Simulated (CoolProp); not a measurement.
n-undecane along the isobar 0.958 MPa: Z from the reference equation and from simpler models built on Tc = 638.8 K, pc = 1.990 MPa, ω = 0.539; each cubic takes its own stable root.

Model: reference Helmholtz-energy equation of state, Aleksandrov 2011, in CoolProp. It is a short technical equation, of lower accuracy than the large ones.

```
T (K)   phase  reference  van der Waals  Soave-Redlich-Kwong  Peng-Robinson
-----  ------  ---------  -------------  -------------------  -------------
537.5  liquid    0.06295         0.7068              0.07539        0.06653
549.3  liquid    0.06330         0.7297              0.07641        0.06742
561.1  liquid    0.06390         0.7494              0.07792        0.06874
572.9  liquid    0.06482         0.7666              0.08011        0.07069
584.6  liquid    0.06621         0.7817              0.08335        0.07358
596.4     gas     0.6931         0.7953               0.7354         0.7170
608.2     gas     0.7262         0.8075               0.7614         0.7434
620       gas     0.7532         0.8186               0.7837         0.7659
```

At some of these states van der Waals gives the other phase, because its saturation line lies elsewhere.
